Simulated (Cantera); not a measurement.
Charge: 1 mol Si2Cl6, 7.3 mol N2, 0.48 mol NH3, equilibrated at 7.90 Pa.

These are equilibrium values from Cantera (NASA tables, ideal gas, pure condensed phases), not measurements of a reactor. Candidate condensed phases: NH4Cl, Si, Si3N4; 28 gas species. The feed counts by its element totals alone. The numbers say what is thermodynamically allowed, not how fast it happens. All values below are at 452 °C.

Base state: N2 0.735, HCl 0.126, SiCl4 0.126, H2 0.0125 (mole fractions); condensed: Si3N4(s).

**Question.** What changes in the equilibrium state with this change: NH3 from 0.48 to 0.66 mol?

**Answer.** 
```tsv
species	before	after
N2	0.735	0.710
HCl	0.126	0.158
SiCl4	0.126	0.112
H2	0.0125	0.0210
Si3N4(s), mol	0.267	0.297
```
